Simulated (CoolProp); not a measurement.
Saturation properties of R11.

Values from CoolProp's reference Helmholtz-energy equation of state, Jacobsen 1992.

```
T (°C)  p (MPa)  liquid density (kg/m³)  vapour density (kg/m³)
------  -------  ----------------------  ----------------------
16.25   0.07719                    1497                   4.544
18.55   0.08409                    1491                   4.921
20.95   0.09180                    1486                   5.339
23.25   0.09969                    1480                   5.765
25.55    0.1081                    1475                   6.217
27.95    0.1175                    1469                   6.717
30.25    0.1270                    1464                   7.225
32.65    0.1376                    1458                   7.787
34.95    0.1484                    1452                   8.356
37.25    0.1599                    1447                   8.957
39.65    0.1725                    1441                   9.618
41.95    0.1854                    1435                   10.29
44.35    0.1995                    1429                   11.02
46.65    0.2139                    1423                   11.77
```

It boils at 23.7 °C under 1 atm.
